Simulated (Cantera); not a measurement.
Cantera run, input and output.

```python
import numpy as np
import cantera as ct

gas = ct.Solution("gri30.yaml")
gas.TPX = 1750, 500000, {'CH4': 1, 'C2H6': 0.036, 'C3H8': 0.031, 'O2': 4.66, 'N2': 51.2, 'CO2': 8.6, 'H2': 4.8}
reactor = ct.IdealGasConstPressureReactor(gas, energy="on", clone=False)
net = ct.ReactorNet([reactor])
net.rtol, net.atol = 1e-08, 1e-16
show = ['CH4', 'C2H6', 'C3H8', 'C2H2', 'CH2', 'N2O', 'H2O']
times = np.geomspace(4e-06, 9, 13)

steps = ct.SolutionArray(gas, extra=["t"])
rows = []
print(f"{'t/s':>10s}{'T/K':>9s}{'P/Pa':>11s}" + "".join(f"{s:>11s}" for s in show))
for t in times:
    while net.time < t:
        t_next = net.step()
        steps.append(gas.state, t=t_next)
    rows.append([np.interp(t, steps.t, y) for y in (steps.T, steps.P, *steps(*show).X.T)])
    print(f"{t:10.3e}{rows[-1][0]:9.1f}{rows[-1][1]:11.4g}" + "".join(f"{x:11.3e}" for x in rows[-1][2:]))
rate = np.gradient(steps.T, steps.t)
print("integrator steps:", len(steps.t))
if steps.T.max() > steps.T[0] + 200:
    print(f"time of steepest temperature rise: {steps.t[rate.argmax()]:.4e} s")
gas.TPX = 1750, 500000, {'CH4': 1, 'C2H6': 0.036, 'C3H8': 0.031, 'O2': 4.66, 'N2': 51.2, 'CO2': 8.6, 'H2': 4.8}
gas.equilibrate("HP")
print(f"equilibrium (HP): T = {gas.T:.1f} K  " + "  ".join(f"{s} {gas[s].X[0]:.3e}" for s in show))
```

Output:

```
       t/s      T/K       P/Pa        CH4       C2H6       C3H8       C2H2        CH2        N2O        H2O
 4.000e-06   1789.4      5e+05  1.041e-02  1.871e-04  1.764e-05  7.151e-05  1.760e-05  1.834e-08  1.061e-02
 1.353e-05   2107.8      5e+05  9.039e-15 -2.642e-25  4.136e-34  5.084e-19  6.594e-15  5.517e-07  8.785e-02
 4.579e-05   2237.7      5e+05  7.158e-16 -4.929e-25  3.677e-36  1.874e-19  8.150e-16  5.886e-07  9.358e-02
 1.549e-04   2334.7      5e+05  1.696e-16  2.009e-30 -8.268e-38  4.967e-20  1.934e-16  4.931e-07  9.721e-02
 5.241e-04   2381.3      5e+05  1.064e-16  2.352e-31  1.175e-45  2.210e-20  8.798e-17  3.817e-07  9.890e-02
 1.773e-03   2387.2      5e+05  1.019e-16  1.862e-31  8.426e-46  2.019e-20  7.783e-17  3.613e-07  9.913e-02
 6.000e-03   2385.4      5e+05  1.063e-16  1.994e-31  9.266e-46  2.088e-20  7.889e-17  3.570e-07  9.913e-02
 2.030e-02   2381.5      5e+05  1.157e-16  2.292e-31  1.125e-45  2.230e-20  8.096e-17  3.539e-07  9.913e-02
 6.868e-02   2379.3      5e+05  1.213e-16  2.477e-31  1.253e-45  2.312e-20  8.207e-17  3.551e-07  9.913e-02
 2.324e-01   2379.3      5e+05  1.214e-16  2.482e-31  1.257e-45  2.314e-20  8.210e-17  3.552e-07  9.913e-02
 7.862e-01   2379.3      5e+05  1.214e-16  2.482e-31  1.257e-45  2.314e-20  8.210e-17  3.552e-07  9.913e-02
 2.660e+00   2379.3      5e+05  1.214e-16  2.482e-31  1.257e-45  2.314e-20  8.210e-17  3.552e-07  9.913e-02
 9.000e+00   2379.3      5e+05  1.214e-16  2.482e-31  1.257e-45  2.314e-20  8.210e-17  3.552e-07  9.913e-02
integrator steps: 1524
time of steepest temperature rise: 5.8318e-06 s
equilibrium (HP): T = 2379.3 K  CH4 1.529e-16  C2H6 3.467e-31  C3H8 1.767e-45  C2H2 2.520e-20  CH2 9.613e-17  N2O 3.552e-07  H2O 9.913e-02
```

Model: GRI-Mech 3.0 (53 species, 325 reactions), integrated in Cantera.
